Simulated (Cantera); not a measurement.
Input: 1 mol CH₃SiCl₃, a varied amount of C₂H₂, 55 mol H₂, at 1000 K and 4000 Pa.

Cantera equilibrium calculation (NASA polynomials, part measured and part estimated; ideal gas, pure solids and liquids). Candidate condensed phases: C, C₆H₆, C₇H₈, C₈H₁₈, Si, SiC; 109 gas species. The feed counts by its element totals alone. Kinetics and transport are ignored.

Which condensed phases are stable at each of these points (n(C₂H₂) (mol)): 0.007, 0.011, 0.016, 0.025, 0.038, 0.057, 0.088, 0.13, 0.2, 0.31, 0.47, 0.72?


```json
[
 {"n(C₂H₂) (mol)": "0.007", "condensed phases": "SiC(s)", "Si condensed (%)": "93.3"},
 {"n(C₂H₂) (mol)": "0.011", "condensed phases": "SiC(s)", "Si condensed (%)": "93.6"},
 {"n(C₂H₂) (mol)": "0.016", "condensed phases": "SiC(s)", "Si condensed (%)": "93.9"},
 {"n(C₂H₂) (mol)": "0.025", "condensed phases": "SiC(s)", "Si condensed (%)": "94.5"},
 {"n(C₂H₂) (mol)": "0.038", "condensed phases": "SiC(s)", "Si condensed (%)": "95.2"},
 {"n(C₂H₂) (mol)": "0.057", "condensed phases": "SiC(s)", "Si condensed (%)": "95.9"},
 {"n(C₂H₂) (mol)": "0.088", "condensed phases": "C(graphite) + SiC(s)", "Si condensed (%)": "96.7"},
 {"n(C₂H₂) (mol)": "0.13", "condensed phases": "C(graphite) + SiC(s)", "Si condensed (%)": "96.7"},
 {"n(C₂H₂) (mol)": "0.2", "condensed phases": "C(graphite) + SiC(s)", "Si condensed (%)": "96.7"},
 {"n(C₂H₂) (mol)": "0.31", "condensed phases": "C(graphite) + SiC(s)", "Si condensed (%)": "96.7"},
 {"n(C₂H₂) (mol)": "0.47", "condensed phases": "C(graphite) + SiC(s)", "Si condensed (%)": "96.8"},
 {"n(C₂H₂) (mol)": "0.72", "condensed phases": "C(graphite) + SiC(s)", "Si condensed (%)": "96.8"}
]
```

From 0.007 mol C₂H₂ to 0.057 mol C₂H₂ the condensed part is SiC(s). From 0.088 mol C₂H₂ to 0.72 mol C₂H₂ the condensed part is C(graphite) + SiC(s).
